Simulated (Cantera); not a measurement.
Feed: 1 mol FeS2, 0.14 mol SO2, 5.5 mol O2, at 725 °C and 0.540 bar.

Cantera equilibrium calculation (NASA polynomials, part measured and part estimated; ideal gas, pure solids and liquids). Candidate condensed phases: Fe, FeO, FeS, FeSO4, FeS2, Fe2O3, Fe2(SO4)3, Fe3O4, S; 12 gas species. Equilibrium is a limit: real reactors are often held back by kinetics, nucleation or transport.

Base state: O2 0.510, SO2 0.249, SO3 0.242 (mole fractions); condensed: Fe2O3(s).

**Question.** What changes in the equilibrium state with this change: temperature from 725 °C to 427 °C?

**Answer.** 
```
species            before    after
-----------------  ------  -------
O2                  0.510    0.724
SO3                 0.242    0.274
SO2                 0.249  0.00153
Fe2O3(s), mol       0.500        0
Fe2(SO4)3(s), mol       0    0.500
```
